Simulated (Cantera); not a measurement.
An adiabatic, constant-pressure homogeneous reactor starts with CO : H₂ : O₂ : N₂ : H₂O = 1 : 0.13 : 0.869 : 3.27 : 0.53 (molar parts), equivalence ratio 0.65, at 1198 K and 1.01 bar. Integrator tolerance rtol = 1e-08.

Detailed kinetics in Cantera: GRI-Mech 3.0 (53 species, 325 reactions).

```csv
quantity,before,after
time of steepest temperature rise,0.151 ms,0.257 ms
temperature at 3.00 s,2424 K,1933 K
equilibrium temperature,2424 K,1929 K
x(CO) at 3.00 s,0.0172 (gas-phase equilibrium 0.0172),0.000402 (gas-phase equilibrium 0.000395)
x(H₂) at 3.00 s,0.00197 (gas-phase equilibrium 0.00197),6.12e-5 (gas-phase equilibrium 6.03e-5)
x(O₂) at 3.00 s,0.0589 (gas-phase equilibrium 0.0589),0.0269 (gas-phase equilibrium 0.0261)
x(HO₂) at 3.00 s,4.90e-6 (gas-phase equilibrium 4.90e-6),3.53e-7 (gas-phase equilibrium 3.40e-7)
x(NO) at 3.00 s,0.00939 (gas-phase equilibrium 0.00939),0.000675 (gas-phase equilibrium 0.00227)
```

Q: What was changed between the two runs?
A) pressure from 1.01 bar to 2.70 bar
B) N2 3.27 to 9.2 parts
C) initial temperature 1198 to 1025 K
D) initial temperature 1198 to 1725 K

A: B, N2 3.27 to 9.2 parts
